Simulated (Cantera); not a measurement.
Stirred combustor or abatement burner

A perfectly stirred reactor is fed with 14.9 % CO, 5.53 % H2, 12.3 % O2, 46.3 % N2, 20.9 % H2O, equivalence ratio 0.83, at 1.58 atm; it is adiabatic with a 348 K inlet, and is followed from long to short residence time, starting on the burning branch (τ in s: 0.11, 0.04, 0.015, 0.0057, 0.0021, 0.00081, 0.00031, 0.00012, 4.4e-05, 1.6e-05).

Model: GRI-Mech 3.0 (53 species, 325 reactions), integrated in Cantera.

```csv
τ (s),T (K),x CO,x H2,x O2,x CO2,x H2O2,x OH,x H
0.11,1905,0.00138,0.000511,0.0237,0.165,1.27e-7,0.00165,3.46e-5
0.040,1895,0.00235,0.000845,0.0243,0.164,1.80e-7,0.00209,7.38e-5
0.015,1877,0.00403,0.00143,0.0252,0.162,2.68e-7,0.00268,0.000167
0.0057,1849,0.00679,0.00238,0.0268,0.159,4.07e-7,0.00340,0.000376
0.0021,1803,0.0112,0.00385,0.0294,0.154,6.41e-7,0.00422,0.000840
0.00081,1737,0.0178,0.00571,0.0332,0.146,1.04e-6,0.00487,0.00170
0.00031,1635,0.0288,0.00773,0.0396,0.134,1.93e-6,0.00498,0.00304
0.00012,348,0.149,0.0553,0.123,<1e-12,<1e-12,<1e-12,<1e-12
4.4e-5,348,0.149,0.0553,0.123,<1e-12,<1e-12,<1e-12,<1e-12
1.6e-5,348,0.149,0.0553,0.123,<1e-12,<1e-12,<1e-12,<1e-12
```
x: mole fraction; the columns are a selection and need not sum to one.
